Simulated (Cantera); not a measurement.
Input (Python, Cantera) and output of one run.

```python
import numpy as np
import cantera as ct

gas_names = [...]  # 95 gases of nasa_gas.yaml made of C, F, H
cond_names = """
    C(gr) C6H6(L) C7H8(L) C8H18(L),n-octa
""".split()


# ... load() reads the species with a 1 bar reference pressure and builds the phases ...
atoms = {
    'c-C4F8': {'C': 4, 'F': 8},
    'H2': {'H': 2},
}
top_T = {'C(gr)': 4500}  # K; cautious upper limits of use, not melting points


# ... equilibrate(T, P, feed) seeds the gas with the atoms and calls Mixture.equilibrate('TP', solver="vcs", rtol=1e-11, max_steps=5000) ...
results = []
feed = {'c-C4F8': 1, 'H2': 0.32}  # mol
T = 1198.15  # K
P = 13332.2  # Pa
mix = equilibrate(T, P, feed)
results.append((T, P, feed, dict(zip(mix.species_names, mix.species_moles))))
print(gas.report(threshold=0.001))
for i in range(1, mix.n_phases):
    print(f"{mix.phase(i).name:16s} {mix.phase_moles(i):12.5e} mol")
```

It prints:

```
       temperature   1198.2 K
          pressure   13332 Pa
           density   0.094293 kg/m^3
  mean mol. weight   70.457 kg/kmol
   phase of matter   gas

                          1 kg             1 kmol
                     ---------------   ---------------
          enthalpy       -9.8814e+06       -6.9621e+08  J
   internal energy       -1.0023e+07       -7.0617e+08  J
           entropy            5084.6        3.5825e+05  J/K
    Gibbs function       -1.5974e+07       -1.1254e+09  J
 heat capacity c_p            1177.1             82934  J/K
 heat capacity c_v            1059.1             74620  J/K

                      mass frac. Y      mole frac. X     chem. pot. / RT
                     ---------------   ---------------   ---------------
               CF4           0.92672           0.74193           -133.53
                HF          0.073278           0.25806           -53.883
     [  +93 minor]        2.2678e-06        2.4831e-06

C(gr)             2.16000e+00 mol
```

Method: chemical equilibrium by Gibbs-energy minimisation in Cantera with the NASA 1993 tables (ideal gas, pure condensed phases). The feed counts by its element totals alone. Gases not in the tables: C2F6 and larger saturated fluorocarbons.
